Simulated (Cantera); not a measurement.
Thermodynamics of boron, boron nitride and boron oxide, feed borazine + N2 + NH3

A closed system holds: 1 mol borazine, 9.2 mol N2, 3.9 mol NH3, equilibrated at 1423 K and 54000 Pa.

Equilibrium computed with Cantera from the NASA thermochemical tables; the gas is ideal and each condensed phase is pure. Candidate condensed phases: B, BN; 15 gas species. The feed counts by its element totals alone. The numbers say what is thermodynamically allowed, not how fast it happens.

- x(N2) = 0.557
- x(H2) = 0.442
- x(NH3) = 9.39e-6
- x(H) = 6.01e-6
- n(BN(s)) = 3.00 mol
- gas amount = 20.00 mol
- log10 activity of B(s) (absent) = -4.34
